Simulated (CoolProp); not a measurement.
Vapour-liquid equilibrium of n-hexane (1) + p-xylene (2) at 0.0877 MPa; x and y are mole fractions of (1).

Values from CoolProp's multi-fluid Helmholtz-energy mixture model, Thol 2019 and Zhou 2012; pair parameters Bell 2016.

| x | bubble temperature, mixture model (K) | bubble temperature, Raoult's law (K) | y, mixture model | y, Raoult's law |
|---|---|---|---|---|
| 0.05 | 396.0 | 397.7 | 0.280 | 0.252 |
| 0.15 | 380.9 | 384.2 | 0.586 | 0.554 |
| 0.25 | 370.4 | 374.0 | 0.736 | 0.718 |
| 0.35 | 362.8 | 366.0 | 0.820 | 0.814 |
| 0.45 | 357.0 | 359.5 | 0.873 | 0.876 |
| 0.55 | 352.2 | 354.0 | 0.910 | 0.917 |
| 0.65 | 348.3 | 349.4 | 0.937 | 0.946 |
| 0.75 | 344.8 | 345.4 | 0.959 | 0.967 |
| 0.85 | 341.7 | 341.9 | 0.977 | 0.983 |
| 0.95 | 338.7 | 338.8 | 0.993 | 0.995 |

The largest gap from Raoult's law is -3.6 K in bubble temperature, at x = 0.25. No azeotrope shows between x = 0.05 and 0.95.

Pair parameters are fitted to limited data, so mixtures are less certain than the pure fluids.
